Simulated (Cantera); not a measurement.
A perfectly stirred reactor is fed with CO : O2 : H2O : N2 = 0.0095 : 0.0033 : 0.00033 : 1 (molar parts), at 10.0 bar; it is held at 1425 K, and followed from long to short residence time.

Model: GRI-Mech 3.0 (53 species, 325 reactions), integrated in Cantera.

Problem. What does this change do: pressure from 10.0 bar to 0.510 bar?

Solution. 
| quantity | before | after |
|---|---|---|
| x(CO) at τ = 2.80 s | 0.00283 | 0.00295 |
| x(O2) at τ = 2.80 s | 4.01e-6 | 6.77e-5 |
| x(H2O) at τ = 2.80 s | 0.000275 | 0.000227 |
| x(H2) at τ = 2.80 s | 4.91e-5 | 4.30e-5 |
| x(N2O) at τ = 2.80 s | 3.72e-8 | 3.20e-8 |
| x(CO) at τ = 0.150 s | 0.00288 | 0.00394 |
| x(O2) at τ = 0.150 s | 2.58e-5 | 0.000492 |
| x(H2O) at τ = 0.150 s | 0.000275 | 0.000136 |
| x(H2) at τ = 0.150 s | 4.10e-5 | 3.06e-5 |
| x(N2O) at τ = 0.150 s | 2.18e-7 | 1.02e-7 |
